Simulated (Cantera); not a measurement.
**Equilibrium for silicon nitride deposition: SiCl4 + N2 + H2**

Input: 1 mol SiCl4, 0.72 mol N2, a varied amount of H2, held at 0.00110 bar.

Cantera equilibrium calculation (NASA polynomials, part measured and part estimated; ideal gas, pure solids and liquids). Candidate condensed phases: NH4Cl, Si, Si3N4; 28 gas species. N2 is the only nitrogen source here; it is nearly inert below about 1500 K, so the nitride shown seldom forms there in practice. The tables' values for SiCl3 are old estimates. Rates play no part.

Stable condensed phases:

```
T in K \ n(H2) in mol
         0.41 0.53 0.68 0.87  1.1  1.4  1.8
   1473     A    A    A    A    A    A    A
   1448     A    A    A    A    A    A    A
   1423     A    A    A    A    A    A    A
   1398     A    A    A    A    A    A    A
   1373     A    A    A    A    A    B    B
   1348     A    A    A    A    B    B    B
   1323     A    A    B    B    B    B    B
   1298     B    B    B    B    B    B    B
   1273     B    B    B    B    B    B    B
   1248     B    B    B    B    B    B    B
   1223     B    B    B    B    B    B    B
   1198     B    B    B    B    B    B    B
   1173     B    B    B    B    B    B    B
```

A: gas only; B: Si3N4.
